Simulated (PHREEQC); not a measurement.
**Nickel, zinc or cadmium bath**

Solution (25 °C): 0.0015 mol/kgw ZnCl2 and 0.038 mol/kgw MnSO4. Closed to the air; pH follows from the charge balance.

Model: ion-association model, wateq4f.dat, run in PHREEQC.

```yaml
pH: 6.23
ionic_strength: 0.0961 mol/kgw
```

```json
[
 {"species": "Mn+2", "molality": "0.0236", "activity": "0.00955", "log γ": "-0.393"},
 {"species": "SO4-2", "molality": "0.0228", "activity": "0.00862", "log γ": "-0.423"},
 {"species": "MnSO4", "molality": "0.0143", "activity": "0.0146", "log γ": "0.010"},
 {"species": "Cl-", "molality": "0.00289", "activity": "0.00221", "log γ": "-0.115"},
 {"species": "Zn+2", "molality": "0.000766", "activity": "0.000310", "log γ": "-0.393"},
 {"species": "ZnSO4", "molality": "0.000614", "activity": "0.000628", "log γ": "0.010"},
 {"species": "Zn(SO4)2-2", "molality": "0.000117", "activity": "4.40e-5", "log γ": "-0.424"},
 {"species": "MnCl+", "molality": "0.000110", "activity": "8.61e-5", "log γ": "-0.105"},
 {"species": "ZnCl+", "molality": "2.40e-6", "activity": "1.85e-6", "log γ": "-0.112"},
 {"species": "ZnOH+", "molality": "7.36e-7", "activity": "5.77e-7", "log γ": "-0.106"},
 {"species": "H+", "molality": "7.13e-7", "activity": "5.90e-7", "log γ": "-0.082"},
 {"species": "HSO4-", "molality": "6.34e-7", "activity": "4.94e-7", "log γ": "-0.108"},
 {"species": "MnOH+", "molality": "5.29e-7", "activity": "4.16e-7", "log γ": "-0.105"},
 {"species": "MnCl2", "molality": "8.15e-8", "activity": "8.33e-8", "log γ": "0.010"},
 {"species": "ZnOHCl", "molality": "3.77e-8", "activity": "3.86e-8", "log γ": "0.010"}
]
```

This is a speciation only: nothing precipitates in the calculation. Species that the database lacks are ignored.
